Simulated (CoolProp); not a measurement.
Vapour-liquid equilibrium of propylene (1) + n-hexane (2) at 43.35 °C; x and y are mole fractions of (1).

The numbers come from the multi-fluid Helmholtz-energy mixture model, Lemmon 2013 and Thol 2019; pair parameters Bell 2016 in CoolProp.

Question: Give the bubble pressure and the first vapour's composition at x = 0.125, 0.875, 0.95. Is there an azeotrope?

Answer: x = 0.125: 0.2764 MPa, y = 0.849; x = 0.875: 1.491 MPa, y = 0.992; x = 0.95: 1.658 MPa, y = 0.997. No azeotrope shows between x = 0.05 and 0.95.

The pair parameters rest on a limited set of measurements; away from them the model extrapolates. The gap from Raoult's law changes sign with composition, which may be real or a fault of the pair parameters; it wasn't checked against measurements.
